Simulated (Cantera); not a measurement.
Gas-phase reforming

An isothermal, constant-pressure homogeneous reactor starts with CH4 : CO2 : H2 = 1 : 4.2 : 0.25 (molar parts), at 1550 K and 4.00 bar.

Cantera simulation using GRI-Mech 3.0 (53 species, 325 reactions); the numbers are that mechanism's predictions, not measurements.

| t (s) | x CH4 | x CO2 | x H2 | x HCO | x H |
|---|---|---|---|---|---|
| 1.00e-6 | 0.183 | 0.771 | 0.0459 | <1e-12 | 5.84e-8 |
| 3.35e-6 | 0.183 | 0.771 | 0.0459 | <1e-12 | 9.86e-8 |
| 1.12e-5 | 0.183 | 0.771 | 0.0459 | <1e-12 | 2.31e-7 |
| 3.76e-5 | 0.183 | 0.771 | 0.0459 | 1.30e-12 | 5.92e-7 |
| 0.000126 | 0.183 | 0.771 | 0.0459 | 2.77e-11 | 9.66e-7 |
| 0.000422 | 0.183 | 0.770 | 0.0459 | 1.73e-10 | 1.24e-6 |
| 0.00141 | 0.181 | 0.768 | 0.0460 | 5.51e-10 | 1.61e-6 |
| 0.00474 | 0.175 | 0.761 | 0.0471 | 7.23e-10 | 1.78e-6 |
| 0.0159 | 0.157 | 0.732 | 0.0519 | 8.86e-10 | 1.98e-6 |
| 0.0532 | 0.112 | 0.645 | 0.0522 | 1.58e-9 | 2.20e-6 |
| 0.178 | 0.0446 | 0.490 | 0.0416 | 3.32e-9 | 2.49e-6 |
| 0.597 | 0.0164 | 0.381 | 0.0593 | 6.60e-9 | 3.90e-6 |
| 2.00 | 0.0115 | 0.303 | 0.0888 | 9.87e-9 | 4.70e-6 |
x: mole fraction; the columns are a selection and need not sum to one.

Equilibrium at this temperature and pressure: CH4 1.62e-7, CO2 0.247, H2 0.119, HCO 1.31e-8, H 5.48e-6 (gas phase only).
